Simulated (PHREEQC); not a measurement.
Dissolve 0.013 mol NaHCO3, 0.018 mol NaOH and 5.17e-05 mol NaCl per kg of water at 20 °C. Closed to the air; pH follows from the charge balance.

Equilibrium calculation in PHREEQC: ion-association model, wateq4f.dat.

No solid was allowed to form.

Q: Order these C species by the share of C that they hold, largest first: NaCO3-, HCO3-, CO3-2.

A: CO3-2 (81 %), NaCO3- (17 %), HCO3- (1.8 %)

The pH is 11.81 and the ionic strength 0.0394 mol/kgw.
